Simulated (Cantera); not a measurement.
Cantera with NASA thermochemical tables; ideal gases at 1 bar, condensed phases pure. Values are per mole of reaction as written; species without (g) are pure solids or liquids, kept so even where they would boil at 1 bar. ZrN: taken at fixed stoichiometry.

2 ZrO₂ + 5 N₂(g) → 4 N₂O(g) + 2 ZrN, with ΔH° = 1790.8 kJ and ΔS° = -101.1 J/K at 300 K.

Q: How far is the shortcut ΔG° ≈ ΔH°(300 K) − T·ΔS°(300 K) from the full temperature-dependent value at 1725, 1800, 1875, 1950, 2025, 2100, 2175, 2250 K?

A: 
| T (K) | shortcut (kJ) | full (kJ) | difference (kJ) | difference in log10 K | condensed phases |
|---|---|---|---|---|---|
| 1725 | 1965.1 | 1971.8 | -6.6 | 0.20 | ZrO₂(tetragonal), ZrN(s) |
| 1800 | 1972.7 | 1979.5 | -6.8 | 0.20 | ZrO₂(tetragonal), ZrN(s) |
| 1875 | 1980.3 | 1987.2 | -6.9 | 0.19 | ZrO₂(tetragonal), ZrN(s) |
| 1950 | 1987.9 | 1994.8 | -6.9 | 0.18 | ZrO₂(tetragonal), ZrN(s) |
| 2025 | 1995.5 | 2002.2 | -6.7 | 0.17 | ZrO₂(tetragonal), ZrN(s) |
| 2100 | 2003.0 | 2009.5 | -6.5 | 0.16 | ZrO₂(tetragonal), ZrN(s) |
| 2175 | 2010.6 | 2016.8 | -6.2 | 0.15 | ZrO₂(tetragonal), ZrN(s) |
| 2250 | 2018.2 | 2023.9 | -5.7 | 0.13 | ZrO₂(tetragonal), ZrN(s) |
The shortcut ignores heat capacities and the phase changes listed.
